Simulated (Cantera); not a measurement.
A freely propagating, adiabatic, planar premixed flame of H2 : O2 : N2 = 1 : 0.357 : 1.34 (molar parts), equivalence ratio 1.4, unburnt at 523 K and 6.32 atm; mixture-averaged transport, grid criteria slope 0.08 and curve 0.16, no radiation.

Cantera simulation using the H2/O2 subset of GRI-Mech 3.0, which has no nitrogen chemistry; the numbers are that mechanism's predictions, not measurements. The hydrogen kinetics of GRI-Mech 3.0 are dated; newer H2 mechanisms differ, most at raised pressure. Burning velocities carry a grid error of a few per cent, more on coarse grids.

Question: Predict: laminar burning velocity; thermal thickness; peak x(H); peak x(O); peak x(HO2); peak x(H2O2).

Answer: 
```
Quantity                     Result
------------------------  ---------
laminar burning velocity   696 cm/s
thermal thickness         0.0389 mm
peak x(H)                    0.0465
peak x(O)                   0.00464
peak x(HO2)                 0.00119
peak x(H2O2)                9.39e-5
```
